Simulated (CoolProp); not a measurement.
Saturation properties of dodecamethylcyclohexasiloxane (D6) (Tc = 372.6 °C, pc = 0.9614 MPa, ω = 0.736).

Values from CoolProp's reference Helmholtz-energy equation of state, Colonna 2008. It is a short technical equation, of lower accuracy than the large ones.

```json
[
 {"T (°C)": "33.45", "p (MPa)": "7.156e-6", "liquid density (kg/m³)": "958.9", "vapour density (kg/m³)": "0.001249"},
 {"T (°C)": "40.95", "p (MPa)": "1.364e-5", "liquid density (kg/m³)": "950.7", "vapour density (kg/m³)": "0.002324"},
 {"T (°C)": "48.35", "p (MPa)": "2.481e-5", "liquid density (kg/m³)": "942.5", "vapour density (kg/m³)": "0.004129"},
 {"T (°C)": "55.85", "p (MPa)": "4.390e-5", "liquid density (kg/m³)": "934.3", "vapour density (kg/m³)": "0.007142"},
 {"T (°C)": "63.25", "p (MPa)": "7.465e-5", "liquid density (kg/m³)": "926.1", "vapour density (kg/m³)": "0.01188"},
 {"T (°C)": "70.65", "p (MPa)": "0.0001232", "liquid density (kg/m³)": "917.9", "vapour density (kg/m³)": "0.01918"},
 {"T (°C)": "78.15", "p (MPa)": "0.0001990", "liquid density (kg/m³)": "909.6", "vapour density (kg/m³)": "0.03033"},
 {"T (°C)": "85.55", "p (MPa)": "0.0003112", "liquid density (kg/m³)": "901.3", "vapour density (kg/m³)": "0.04646"},
 {"T (°C)": "93.05", "p (MPa)": "0.0004779", "liquid density (kg/m³)": "892.9", "vapour density (kg/m³)": "0.06991"},
 {"T (°C)": "100.45", "p (MPa)": "0.0007134", "liquid density (kg/m³)": "884.6", "vapour density (kg/m³)": "0.1024"},
 {"T (°C)": "107.85", "p (MPa)": "0.001043", "liquid density (kg/m³)": "876.2", "vapour density (kg/m³)": "0.1469"},
 {"T (°C)": "115.35", "p (MPa)": "0.001504", "liquid density (kg/m³)": "867.7", "vapour density (kg/m³)": "0.2078"},
 {"T (°C)": "122.75", "p (MPa)": "0.002118", "liquid density (kg/m³)": "859.3", "vapour density (kg/m³)": "0.2875"},
 {"T (°C)": "130.25", "p (MPa)": "0.002946", "liquid density (kg/m³)": "850.6", "vapour density (kg/m³)": "0.3929"}
]
```

It boils at 245.0 °C under 1 atm.
